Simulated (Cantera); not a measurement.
Stirred combustor or abatement burner

A perfectly stirred reactor is fed with CH3OH : O2 : N2 : H2O = 1 : 1.07 : 4.03 : 0.51 (molar parts), equivalence ratio 1.4, at 4.93 atm; it is adiabatic with a 625 K inlet, and is followed from long to short residence time, starting on the burning branch (τ in s: 0.098, 0.032, 0.011, 0.0035, 0.0011, 0.00037, 0.00012, 4e-05, 1.3e-05).

Model: GRI-Mech 3.0 (53 species, 325 reactions), integrated in Cantera. GRI-Mech 3.0 was tuned for natural gas; its chemistry of methanol as a main component is partial and can be far from experiment.

```
τ (s)    T (K)   x CH3OH      x O2   x H2O  x CH2CO    x C2H6       x O    x CH2O
-------  -----  --------  --------  ------  -------  --------  --------  --------
0.098     2137   8.47e-7   3.64e-5   0.281  1.19e-8  3.62e-11   3.63e-6   8.96e-7
0.032     2134   1.90e-6   7.78e-5   0.281  2.10e-8  7.29e-11   7.45e-6   1.93e-6
0.011     2128   3.75e-6  0.000157   0.281  3.08e-8  1.02e-10   1.75e-5   3.69e-6
0.0035    2117   7.56e-6  0.000336   0.280  4.62e-8  1.66e-10   4.51e-5   7.24e-6
0.0011    2100   1.56e-5  0.000729   0.278  7.98e-8  4.17e-10  0.000112   1.46e-5
0.00037   2073   3.25e-5   0.00150   0.275  1.55e-7   1.50e-9  0.000238   2.96e-5
0.00012   2033   7.56e-5   0.00315   0.272  3.74e-7   8.09e-9  0.000447   6.68e-5
4.0e-5    1972  0.000208   0.00697   0.269  1.25e-6   6.48e-8  0.000659  0.000176
1.3e-5     625     0.151     0.162  0.0772   <1e-12    <1e-12    <1e-12    <1e-12
```
x: mole fraction; the columns are a selection and need not sum to one.
